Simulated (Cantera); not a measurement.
Cantera run, input and output.

```python
import numpy as np
import cantera as ct

gas = ct.Solution("h2o2.yaml")
gas.TPX = 648, 101325, {'H2': 1, 'O2': 0.227, 'N2': 0.855}
flame = ct.FreeFlame(gas, width=0.04)
flame.set_refine_criteria(ratio=3, slope=0.08, curve=0.16)
flame.transport_model = "mixture-averaged"
flame.solve(loglevel=0, auto=True)
z, T = flame.grid, flame.T
thick = (T[-1] - T[0]) / np.gradient(T, z).max()
show = ['H2', 'O2', 'O', 'OH', 'H2O2', 'H']
print(f"laminar burning velocity  {flame.velocity[0] * 100:.3f} cm/s")
print(f"burnt temperature         {T[-1]:.1f} K")
print(f"thermal thickness         {thick * 1e3:.4f} mm")
print(f"grid points               {len(z)}")
z0 = z[flame.heat_release_rate.argmax()]
print(f"{'z/mm':>9s}{'T/K':>9s}{'u/(m/s)':>9s}" + "".join(f"{s:>11s}" for s in show))
rows = []
for k in (-3, -2, -1.5, -1, -0.5, -0.25, 0, 0.25, 0.5, 1, 2, 4, 8):
    zz = z0 + k * thick
    rows.append([k * thick, np.interp(zz, z, T), np.interp(zz, z, flame.velocity),
                 *(np.interp(zz, z, flame.X[gas.species_index(s)]) for s in show)])
    print(f"{rows[-1][0] * 1e3:9.3f}{rows[-1][1]:9.1f}{rows[-1][2]:9.3f}" + "".join(f"{x:11.3e}" for x in rows[-1][3:]))
```

Output:

```
laminar burning velocity  1013.514 cm/s
burnt temperature         2266.5 K
thermal thickness         0.4650 mm
grid points               137
     z/mm      T/K  u/(m/s)         H2         O2          O         OH       H2O2          H
   -1.395    648.0   10.135  4.803e-01  1.090e-01  1.653e-16  1.044e-17  4.315e-15  5.405e-15
   -0.930    648.0   10.135  4.803e-01  1.090e-01  1.341e-13  9.445e-15  2.513e-14  6.313e-12
   -0.698    648.0   10.135  4.803e-01  1.090e-01  1.704e-11  1.315e-12  2.067e-12  9.941e-10
   -0.465    648.0   10.136  4.803e-01  1.090e-01  5.310e-09  1.183e-09  9.925e-10  4.114e-07
   -0.233    670.9   10.454  4.769e-01  1.087e-01  1.622e-05  7.227e-05  2.374e-06  5.254e-04
   -0.116    856.5   13.095  4.475e-01  1.031e-01  3.376e-04  5.129e-04  4.667e-06  1.003e-02
    0.000   1237.9   18.422  3.447e-01  6.534e-02  3.113e-03  2.153e-03  1.552e-06  5.502e-02
    0.116   1504.4   22.199  2.547e-01  1.511e-02  2.966e-03  3.692e-03  8.005e-07  9.248e-02
    0.233   1616.4   23.718  2.376e-01  2.656e-03  1.599e-03  3.918e-03  4.889e-07  9.446e-02
    0.465   1726.6   25.147  2.427e-01  5.441e-04  1.158e-03  4.266e-03  3.281e-07  8.237e-02
    0.930   1844.5   26.628  2.530e-01  3.506e-04  8.730e-04  4.377e-03  1.961e-07  6.599e-02
    1.860   1959.5   28.035  2.631e-01  2.195e-04  5.660e-04  4.061e-03  1.058e-07  4.958e-02
    3.720   2061.0   29.247  2.721e-01  1.174e-04  3.112e-04  3.370e-03  5.397e-08  3.485e-02
```

Cantera simulation using the H2/O2 subset of GRI-Mech 3.0, which has no nitrogen chemistry; the numbers are that mechanism's predictions, not measurements. Burning velocities carry a grid error of a few per cent, more on coarse grids.
